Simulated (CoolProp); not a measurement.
Properties of propyne along the isobar 8.69 bar (Tc = 402.7 K, pc = 56.58 bar, ω = 0.204).

Values from CoolProp's reference Helmholtz-energy equation of state, Polt 1992. This equation is an older, rougher fit.

```json
[
 {"T (K)": "394.2", "phase": "gas", "cv (kJ/(kg K))": "1.625", "expansivity (1/kK)": "3.088", "fugacity coefficient": "0.9433"},
 {"T (K)": "399.9", "phase": "gas", "cv (kJ/(kg K))": "1.638", "expansivity (1/kK)": "3.013", "fugacity coefficient": "0.9459"},
 {"T (K)": "405.6", "phase": "gas", "cv (kJ/(kg K))": "1.650", "expansivity (1/kK)": "2.942", "fugacity coefficient": "0.9482"},
 {"T (K)": "411.3", "phase": "gas", "cv (kJ/(kg K))": "1.663", "expansivity (1/kK)": "2.876", "fugacity coefficient": "0.9505"},
 {"T (K)": "417", "phase": "gas", "cv (kJ/(kg K))": "1.676", "expansivity (1/kK)": "2.814", "fugacity coefficient": "0.9526"},
 {"T (K)": "422.7", "phase": "gas", "cv (kJ/(kg K))": "1.689", "expansivity (1/kK)": "2.755", "fugacity coefficient": "0.9546"},
 {"T (K)": "428.4", "phase": "gas", "cv (kJ/(kg K))": "1.703", "expansivity (1/kK)": "2.700", "fugacity coefficient": "0.9565"},
 {"T (K)": "434.1", "phase": "gas", "cv (kJ/(kg K))": "1.716", "expansivity (1/kK)": "2.647", "fugacity coefficient": "0.9583"},
 {"T (K)": "439.8", "phase": "gas", "cv (kJ/(kg K))": "1.729", "expansivity (1/kK)": "2.596", "fugacity coefficient": "0.9600"},
 {"T (K)": "445.5", "phase": "gas", "cv (kJ/(kg K))": "1.742", "expansivity (1/kK)": "2.549", "fugacity coefficient": "0.9616"},
 {"T (K)": "451.2", "phase": "gas", "cv (kJ/(kg K))": "1.756", "expansivity (1/kK)": "2.503", "fugacity coefficient": "0.9631"},
 {"T (K)": "456.9", "phase": "gas", "cv (kJ/(kg K))": "1.769", "expansivity (1/kK)": "[?]", "fugacity coefficient": "0.9645"},
 {"T (K)": "462.6", "phase": "gas", "cv (kJ/(kg K))": "1.782", "expansivity (1/kK)": "[?]", "fugacity coefficient": "0.9659"},
 {"T (K)": "468.3", "phase": "gas", "cv (kJ/(kg K))": "1.795", "expansivity (1/kK)": "2.377", "fugacity coefficient": "0.9672"},
 {"T (K)": "474", "phase": "gas", "cv (kJ/(kg K))": "1.808", "expansivity (1/kK)": "[?]", "fugacity coefficient": "0.9684"}
]
```

Task: Fill in the missing entries.

Result: 
- 456.9, expansivity (1/kK): 2.459
- 462.6, expansivity (1/kK): 2.417
- 474, expansivity (1/kK): 2.339
